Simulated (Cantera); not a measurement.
Input: 1 mol SiH4, 0.02 mol C2H2, 2.7 mol H2, equilibrated at 1352 °C and 0.00170 bar.

Method: chemical equilibrium by Gibbs-energy minimisation in Cantera with the NASA 1993 tables (ideal gas, pure condensed phases). Candidate condensed phases: C, C6H6, C7H8, C8H18, Si, SiC; 87 gas species. Mutual solubility and eutectic melting of coexisting phases are not modelled. Equilibrium is a limit: real reactors are often held back by kinetics, nucleation or transport.

Question: What is the equilibrium state?

Answer: 
```
Property                                    Result
--------------------------------------  ----------
x(H2)                                        0.998
x(H)                                       0.00171
x(Si)                                      9.58e-5
x(SiH)                                     7.86e-6
x(SiH2)                                    6.60e-6
n(Si(s))                                 0.959 mol
n(SiC(s))                               0.0400 mol
gas amount                               4.725 mol
log10 activity of C(graphite) (absent)       -1.94
```
